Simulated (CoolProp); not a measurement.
Vapour-liquid equilibrium of propylene (1) + 1-butene (2) at 305.2 K; x and y are mole fractions of (1).

Values from CoolProp's multi-fluid Helmholtz-energy mixture model, Lemmon 2013 and Lemmon 2005; pair parameters Bell 2016.

```
x     bubble pressure (MPa)  y at the bubble point  dew pressure at overall composition x (MPa)  liquid density (mol/L)
----  ---------------------  ---------------------  -------------------------------------------  ----------------------
0.05                 0.4109                  0.142                                       0.3808                   10.40
0.2                  0.5479                    ___                                       0.4324                     ___
0.35                 0.6891                  0.620                                       0.4996                   10.86
0.5                  0.8351                  0.748                                       0.5903                     ___
0.65                 0.9868                  0.843                                       0.7189                   11.30
0.8                   1.145                  0.918                                       0.9125                   11.50
0.95                  1.313                  0.981                                        1.225                   11.68
```

Q: What belongs in the gaps?

A: 
- 0.2, y at the bubble point: 0.436
- 0.2, liquid density (mol/L): 10.63
- 0.5, liquid density (mol/L): 11.09

No azeotrope shows between x = 0.05 and 0.95.

The pair parameters rest on a limited set of measurements; away from them the model extrapolates.
